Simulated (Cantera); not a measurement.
Feed: 1 mol TiC, 0.96 mol C, 6.5 mol N2, at 1.00 Torr.

Cantera equilibrium calculation (NASA polynomials, part measured and part estimated; ideal gas, pure solids and liquids). Candidate condensed phases: C, Ti, TiC, TiN; 13 gas species. TiC: taken at fixed stoichiometry. Equilibrium is a limit: real reactors are often held back by kinetics, nucleation or transport.

x: gas mole fraction; n: condensed amount in mol.

```json
[
 {"T (K)": "2725", "x N2": "0.956", "x Ti": "0.0161", "x C3": "0.00917", "x CN": "0.0153", "x C": "0.00213", "n C(graphite)": "(withheld)", "n TiC(s)": "0.891"},
 {"T (K)": "2750", "x N2": "0.944", "x Ti": "0.0208", "x C3": "0.0127", "x CN": "0.0181", "x C": "0.00283", "n C(graphite)": "(withheld)", "n TiC(s)": "0.858"},
 {"T (K)": "2775", "x N2": "0.929", "x Ti": "0.0267", "x C3": "0.0174", "x CN": "0.0212", "x C": "0.00375", "n C(graphite)": "(withheld)", "n TiC(s)": "0.815"},
 {"T (K)": "2800", "x N2": "0.909", "x Ti": "0.0341", "x C3": "0.0237", "x CN": "0.0248", "x C": "0.00494", "n C(graphite)": "(withheld)", "n TiC(s)": "0.759"},
 {"T (K)": "2825", "x N2": "0.885", "x Ti": "0.0435", "x C3": "0.0321", "x CN": "0.0289", "x C": "0.00648", "n C(graphite)": "(withheld)", "n TiC(s)": "0.686"},
 {"T (K)": "2850", "x N2": "0.854", "x Ti": "0.0551", "x C3": "0.0433", "x CN": "0.0333", "x C": "0.00845", "n C(graphite)": "0", "n TiC(s)": "0.589"},
 {"T (K)": "2875", "x N2": "0.827", "x Ti": "0.0748", "x C3": "0.0467", "x CN": "0.0356", "x C": "0.0102", "n C(graphite)": "0", "n TiC(s)": "0.424"},
 {"T (K)": "2900", "x N2": "0.791", "x Ti": "0.100", "x C3": "0.0513", "x CN": "0.0382", "x C": "0.0124", "n C(graphite)": "0", "n TiC(s)": "0.195"},
 {"T (K)": "2925", "x N2": "0.762", "x Ti": "0.120", "x C3": "0.0545", "x CN": "0.0405", "x C": "0.0148", "n C(graphite)": "0", "n TiC(s)": "0"}
]
```

Task: Some entries are withheld; supply them.

Result: 
- 2725, n C(graphite): 0.747
- 2750, n C(graphite): 0.675
- 2775, n C(graphite): 0.577
- 2800, n C(graphite): 0.443
- 2825, n C(graphite): 0.257
